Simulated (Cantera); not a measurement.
A closed system holds: 1 mol CH3F, 0.078 mol CH4, equilibrated at 1525 K and 7.60 Pa.

Cantera equilibrium calculation (NASA polynomials, part measured and part estimated; ideal gas, pure solids and liquids). Candidate condensed phases: C, C6H6, C7H8, C8H18; 95 gas species. Kinetics and transport are ignored.

Base state: H2 0.535, HF 0.463, H 0.00198 (mole fractions); condensed: C(graphite).

Q: What changes in the equilibrium state with this change: temperature from 1525 K to 3448.15 K?

A: 
| species | before | after |
|---|---|---|
| H | 0.00198 | 0.615 |
| C | <1e-9 | 0.197 |
| F | 5.64e-8 | 0.184 |
| H2 | 0.535 | 0.000105 |
| HF | 0.463 | 0.00248 |
| C2 | <1e-9 | 0.00151 |
| CF | <1e-9 | 0.000344 |
| C3 | <1e-9 | 9.89e-5 |
| C(graphite), mol | 1.08 | 0 |
